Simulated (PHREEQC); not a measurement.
Solution A (0.0094 mol NiSO4, 0.013 mol CaCl2 and 0.18 mol NaCl per kg of water) is mixed with solution B (0.0073 mol/kgw Ag2SO4 and 0.0024 mol/kgw NaNO3) at 25 °C; shares are by mass of water, 1 kg in all. Oxygen is held at 0.21 atm. CO2 from the air is kept out. Solids allowed: Gypsum, Portlandite, Ni(OH)2, Ni4(OH)6SO4, Cerargyrite, Ag2O, Ag2SO4, Halite, Mirabilite, Morenosite. Others were left out.

Equilibrium calculation in PHREEQC: ion-association model, wateq4f.dat.

**Question.** Predict pH, Cerargyrite (mol), Cl in solution (mol/kgw) at share of solution B = 0.1, 0.25, 0.7.

**Answer.** 
```
share of solution B    pH  Cerargyrite (mol)  Cl in solution (mol/kgw)
-------------------  ----  -----------------  ------------------------
0.1                  6.29            0.00145                     0.184
0.25                 6.32            0.00364                     0.151
0.7                  6.47             0.0102                    0.0516
```
